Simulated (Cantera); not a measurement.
Standard-state values (1 bar) from the NASA 1993 polynomials, evaluated with Cantera. Values are per mole of reaction as written; species without (g) are pure solids or liquids, kept so even where they would boil at 1 bar. VN: taken at fixed stoichiometry.

### Question
Between 1548 and 1798 K, where is each reaction favourable under standard conditions?
- N₂O(g) + V₂O₃ ⇌ 2 O₂(g) + 2 VN

### Answer
- N₂O(g) + V₂O₃ ⇌ 2 O₂(g) + 2 VN: ΔG° is 463 kJ at 1548 K and 428 kJ at 1798 K; it stays positive (K < 1). ΔH° is 677 kJ and ΔS° 138 J/K at 1798 K.
